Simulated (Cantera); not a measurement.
What does this Cantera script print?

```python
import numpy as np
import cantera as ct

gas_names = """
    CL CL2 H HCL H2 Si SiCL SiCL2 SiCL3 SiCL4 SiH SiHCL3 SiH2 SiH2CL2 SiH3 SiH3CL SiH4 Si2 Si3
""".split()
cond_names = """
    Si(cr) Si(L)
""".split()


# ... load() reads the species with a 1 bar reference pressure and builds the phases ...
atoms = {
    'SiHCl3': {'Si': 1, 'H': 1, 'CL': 3},
    'H2': {'H': 2},
}
top_T = {}  # K; cautious upper limits of use, not melting points


# ... equilibrate(T, P, feed) seeds the gas with the atoms and calls Mixture.equilibrate('TP', solver="vcs", rtol=1e-11, max_steps=5000) ...
results = []
feed = {'SiHCl3': 1, 'H2': 280}  # mol
P = 133.322  # Pa
for T in [1623, 1723, 1823, 1923, 2023, 2123, 2223, 2323, 2423, 2523]:
    mix = equilibrate(T, P, feed)
    results.append((T, P, feed, dict(zip(mix.species_names, mix.species_moles))))

top = {s: max(r[3][s] / sum(r[3][g] for g in gas_names) for r in results) for s in gas_names}
cols = sorted((s for s in top if top[s] > 1e-05), key=lambda s: -top[s])[:7]
seen = [c for c in cond_names if any(r[3].get(c, 0) > 1e-12 for r in results)]
print("log10 of partial pressures in bar; condensed amounts in mol")
print(f"{'T/K':>10s}" + "".join(f"{s[:9]:>10s}" for s in cols + seen))
for T, P, feed, n in results:
    ng = sum(n[g] for g in gas_names)
    print(f"{T:10.4g}" + "".join(f"{np.log10(max(n[s] / ng * P / 1e5, 1e-99)):10.3f}" for s in cols)
          + "".join(f"{n.get(c, 0):10.4g}" for c in seen))
```

Result:

```
log10 of partial pressures in bar; condensed amounts in mol
       T/K        H2         H       HCL        CL        Si     SiCL2       SiH    Si(cr)     Si(L)
      1623    -2.880    -5.601    -4.879    -7.703    -6.806    -6.334    -7.943    0.8609         0
      1723    -2.882    -5.180    -4.882    -7.291    -6.007    -6.343    -7.291         0     0.666
      1823    -2.886    -4.806    -4.882    -6.920    -5.402    -6.449    -6.816         0         0
      1923    -2.892    -4.472    -4.872    -6.575    -5.365    -7.026    -6.898         0         0
      2023    -2.904    -4.173    -4.881    -6.280    -5.356    -7.601    -7.000         0         0
      2123    -2.924    -3.907    -4.904    -6.021    -5.360    -8.154    -7.108         0         0
      2223    -2.957    -3.672    -4.944    -5.798    -5.372    -8.689    -7.224         0         0
      2323    -3.010    -3.468    -5.007    -5.608    -5.393    -9.219    -7.351         0         0
      2423    -3.090    -3.296    -5.101    -5.455    -5.423    -9.757    -7.494         0         0
      2523    -3.204    -3.158    -5.233    -5.339    -5.462   -10.315    -7.657         0         0
```

These are equilibrium values from Cantera (NASA tables, ideal gas, pure condensed phases), not measurements of a reactor. The tables' values for SiCl are old estimates; treat these amounts as uncertain. Gases not in the tables: Si2H6 and higher silanes.
